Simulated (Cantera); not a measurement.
A freely propagating, adiabatic, planar premixed flame of H2 : O2 : N2 : H2O = 1 : 0.847 : 4.15 : 1.1 (molar parts), unburnt at 325 K and 82.5 Torr; mixture-averaged transport, grid criteria slope 0.08 and curve 0.16, no radiation.

Computed with Cantera and the H2/O2 subset of GRI-Mech 3.0, which has no nitrogen chemistry. Burning velocities carry a grid error of a few per cent, more on coarse grids. Lean hydrogen flames are cellular in practice and burn faster than this planar one.

```json
[
 {"quantity": "laminar burning velocity", "before": "29.2 cm/s", "after": "22.7 cm/s"},
 {"quantity": "thermal thickness", "before": "7.13 mm", "after": "7.50 mm"},
 {"quantity": "peak x(OH)", "before": "0.00200", "after": "0.00176"},
 {"quantity": "peak x(H2O2)", "before": "3.40e-5", "after": "3.62e-5"},
 {"quantity": "peak x(O)", "before": "0.00156", "after": "0.00133"}
]
```

Task: Name the change that produced these shifts.
A) N2 4.15 to 3.3 parts
B) inlet temperature 325 to 700 K
C) inlet temperature 325 to 525 K
D) inlet temperature 325 to 300 K

Result: D, inlet temperature 325 to 300 K
